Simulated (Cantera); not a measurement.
A perfectly stirred reactor is fed with C₃H₈ : O₂ : N₂ : H₂O = 1 : 3.57 : 13.4 : 5.3 (molar parts), equivalence ratio 1.4, at 0.530 bar; it is adiabatic with a 473 K inlet, and is followed from long to short residence time, starting on the burning branch (τ in s: 0.049, 0.018, 0.0064, 0.0023, 0.00083, 0.0003, 0.00011, 3.8e-05, 1.4e-05).

Detailed kinetics in Cantera: GRI-Mech 3.0 (53 species, 325 reactions). GRI-Mech 3.0 was tuned for natural gas; its chemistry of propane as a main component is partial and can be far from experiment.

x: mole fraction; the columns are a selection and need not sum to one.

```csv
τ (s),T (K),x C₃H₈,x O₂,x H₂O,x H₂,x C₂H₆,x C₂H₄,x HCO
0.049,1800,2.23e-6,0.000317,0.301,0.0589,4.81e-8,…,1.62e-7
0.018,1790,4.71e-6,0.000622,0.301,0.0583,9.33e-8,…,3.87e-7
0.0064,1776,1.10e-5,0.00133,0.301,0.0572,2.45e-7,…,9.76e-7
0.0023,1750,2.88e-5,0.00313,0.301,0.0547,9.27e-7,…,2.50e-6
0.00083,1658,0.000133,0.0114,0.304,0.0475,1.29e-5,…,6.63e-6
0.00030,473,0.0430,0.153,0.228,<1e-12,<1e-12,<1e-12,<1e-12
0.00011,473,0.0430,0.153,0.228,<1e-12,<1e-12,<1e-12,<1e-12
3.8e-5,473,0.0430,0.153,0.228,<1e-12,<1e-12,<1e-12,<1e-12
1.4e-5,473,0.0430,0.153,0.228,<1e-12,<1e-12,<1e-12,<1e-12
```

Some entries are withheld; supply them.


- 0.049, x C₂H₄: 1.30e-5
- 0.018, x C₂H₄: 2.56e-5
- 0.0064, x C₂H₄: 5.72e-5
- 0.0023, x C₂H₄: 0.000148
- 0.00083, x C₂H₄: 0.000724
